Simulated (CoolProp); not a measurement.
A Linde-Hampson liquefier for nitrogen: isothermal reversible compression at 280 K from 1 atm to 5 MPa, throttling to 1 atm, return gas leaving the recuperator 0 K below the feed. Each further row changes one setting.

Values from CoolProp's reference Helmholtz-energy equation of state, Span 2000.

```json
[
 {"case": "as stated", "liquid yield per pass": "0.029", "compression work (kJ/kg of gas)": "323"},
 {"case": "high pressure 10 MPa", "liquid yield per pass": "0.055", "compression work (kJ/kg of gas)": "380"},
 {"case": "warm-end temperature 310 K", "liquid yield per pass": "0.021", "compression work (kJ/kg of gas)": "358"},
 {"case": "warm-end gap 5 K", "liquid yield per pass": "0.017", "compression work (kJ/kg of gas)": "323"}
]
```
